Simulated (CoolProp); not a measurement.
Saturated liquid density (kg/m³) of oxygen: the reference equation beside estimates from Tc = 154.6 K, pc = 5046 kPa, ω = 0.022. Rackett uses Z = 0.29056 − 0.08775 ω.

The numbers come from the reference Helmholtz-energy equation of state, Schmidt 1985 in CoolProp.

| T (K) | reference | Rackett | van der Waals | Peng-Robinson |
|---|---|---|---|---|
| 84.2 | 1170 | 1174 | 802.5 | 1321 |
| 93.6 | 1124 | 1129 | 771.5 | 1267 |
| 103 | 1075 | 1079 | 737.5 | 1205 |
| 112.3 | 1022 | 1027 | 700.1 | 1135 |
| 121.7 | 962.5 | 967.4 | 657.3 | 1051 |
| 131 | 894.6 | 899.9 | 607.8 | 952.3 |
| 140.4 | 809.0 | 815.8 | 545.9 | 825.9 |
| 149.8 | 679.4 | 690.0 | 456.3 | 642.8 |

Absolute difference from the reference over all 8 rows, mean and median: Rackett 0.6 and 0.5 %, van der Waals 31.8 and 31.6 %, Peng-Robinson 9.0 and 10.1 %.
